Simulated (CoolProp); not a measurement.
A closed Brayton cycle with carbon dioxide: compressor inlet 321.15 K and 9.4 MPa, high pressure 29.8 MPa, turbine inlet 765 K, compressor efficiency 0.85, turbine efficiency 0.85, recuperator effectiveness 0 (on enthalpy, no pinch check). Each further row changes one setting.

Computed with CoolProp (reference Helmholtz-energy equation of state, Span 1996).

```
case                           thermal efficiency (%)  net work (kJ/kg)  compressor to turbine work  compressor exit (K)  turbine exit (K)
-----------------------------  ----------------------  ----------------  --------------------------  -------------------  ----------------
as stated                                        15.4              78.7                        0.39                398.9             639.5
turbine inlet 715 K                              15.2              68.3                        0.43                398.9             593.8
compressor inlet 331.15 K                        14.6              67.6                        0.48                425.2             639.5
high pressure 25.3 MPa                           13.6              71.3                        0.37                387.5             656.9
recuperator effectiveness 0.5                    21.2              78.7                        0.39                398.9             639.5
```
